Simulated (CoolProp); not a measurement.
A closed Brayton cycle with nitrogen: compressor inlet 314.15 K and 2.6 MPa, high pressure 6.26 MPa, turbine inlet 920 K, compressor efficiency 0.8, turbine efficiency 0.85, recuperator effectiveness 0 (on enthalpy, no pinch check). Each further row changes one setting.

Values from CoolProp's reference Helmholtz-energy equation of state, Span 2000.

```tsv
case	thermal efficiency (%)	net work (kJ/kg)	compressor to turbine work	compressor exit (K)	turbine exit (K)
as stated	12.3	67.4	0.64	426.7	758.9
turbine inlet 870 K	11.7	57.2	0.67	426.7	716.3
compressor inlet 324.15 K	?	?	?	440.2	758.9
high pressure 5.32 MPa	10.6	60.4	0.61	403.7	?
recuperator effectiveness 0.5	18.3	67.4	0.64	426.7	758.9
```

Task: What belongs in the gaps?

Result: 
- compressor inlet 324.15 K, thermal efficiency (%): 11.9
- compressor inlet 324.15 K, net work (kJ/kg): 63.5
- compressor inlet 324.15 K, compressor to turbine work: 0.66
- high pressure 5.32 MPa, turbine exit (K): 786.4
